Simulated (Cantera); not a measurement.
An isothermal plug-flow reactor at 625 K and 1.00 bar (inlet), inlet velocity 0.27 m/s, active area per volume 6100 1/m; feed H2 : O2 : N2 : H2O = 0.0025 : 0.1 : 0.79 : 0.023 (molar parts).

Computed with Cantera and Deutschmann's 1995 Pt surface mechanism with GRI-Mech 3.0 gas chemistry. Catalytic surfaces can have several steady states; this one follows from the mechanism file's or the stated starting coverage. Mass transfer to the wall is taken as infinitely fast.

x: gas mole fraction; θ: surface coverage.

```csv
z (m),x H2,x O2,x H2O,θ free Pt,θ O*,θ OH*
0.00017,0.000457,0.108,0.0274,0.00736,0.988,(withheld)
0.00028,0.000292,0.108,0.0276,0.00495,0.991,(withheld)
0.00046,0.000178,0.108,0.0277,0.00338,0.993,(withheld)
0.00077,9.81e-5,0.108,0.0278,0.00241,0.995,(withheld)
0.0013,4.61e-5,0.108,0.0278,0.00187,0.996,0.00249
0.0021,1.80e-5,0.108,0.0279,0.00162,0.996,0.00232
0.0036,3.71e-6,0.108,0.0279,0.00150,0.996,0.00223
0.006,3.26e-7,0.108,0.0279,0.00148,0.996,0.00221
0.0099,6.44e-9,0.108,0.0279,0.00147,0.996,0.00221
0.017,5.10e-12,0.108,0.0279,0.00147,0.996,0.00221
```

### Question
Fill in the missing entries.

### Answer

- 0.00017, θ OH*: 0.00490
- 0.00028, θ OH*: 0.00403
- 0.00046, θ OH*: 0.00334
- 0.00077, θ OH*: 0.00282
